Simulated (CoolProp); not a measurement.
Values from CoolProp's reference Helmholtz-energy equation of state, Thol 2015.

For octamethylcyclotetrasiloxane (D4), give the phase and the density (kg/m³), cp (kJ/(kg K)), cv (kJ/(kg K)), Joule-Thomson coefficient (K/MPa) at 137.95 °C and 0.0322 MPa; 272.45 °C and 0.331 MPa; 219.95 °C and 0.133 MPa.


- 137.95 °C and 0.0322 MPa: gas; density 2.89, cp 1.59, cv 1.56, Joule-Thomson coefficient 27.6
- 272.45 °C and 0.331 MPa: gas; density 24.8, cp 1.94, cv 1.88, Joule-Thomson coefficient 13.1
- 219.95 °C and 0.133 MPa: gas; density 10.4, cp 1.80, cv 1.76, Joule-Thomson coefficient 16.4
